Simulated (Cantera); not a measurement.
An adiabatic, constant-pressure homogeneous reactor starts with CH4 : O2 : N2 : H2O = 1 : 2.27 : 6.82 : 0.7 (molar parts), at 1723 K and 9.87 atm. Integrator tolerance rtol = 1e-08.

Model: GRI-Mech 3.0 (53 species, 325 reactions), integrated in Cantera.

What does this change do: initial temperature 1723 to 1275 K?


```csv
quantity,before,after
time of steepest temperature rise,25.2 µs,1.61 ms
temperature at 9.00 s,2961 K,2760 K
equilibrium temperature,2961 K,2760 K
x(CH4) at 9.00 s,<1e-12 (gas-phase equilibrium <1e-12),<1e-12 (gas-phase equilibrium <1e-12)
x(O2) at 9.00 s,0.0314 (gas-phase equilibrium 0.0314),0.0274 (gas-phase equilibrium 0.0274)
x(H2O) at 9.00 s,0.211 (gas-phase equilibrium 0.211),0.228 (gas-phase equilibrium 0.228)
x(CH2CO) at 9.00 s,<1e-12 (gas-phase equilibrium <1e-12),<1e-12 (gas-phase equilibrium <1e-12)
x(OH) at 9.00 s,0.0248 (gas-phase equilibrium 0.0248),0.0154 (gas-phase equilibrium 0.0154)
x(HCO) at 9.00 s,1.32e-7 (gas-phase equilibrium 1.32e-7),3.66e-8 (gas-phase equilibrium 3.66e-8)
x(CO2) at 9.00 s,0.0590 (gas-phase equilibrium 0.0590),0.0729 (gas-phase equilibrium 0.0729)
```
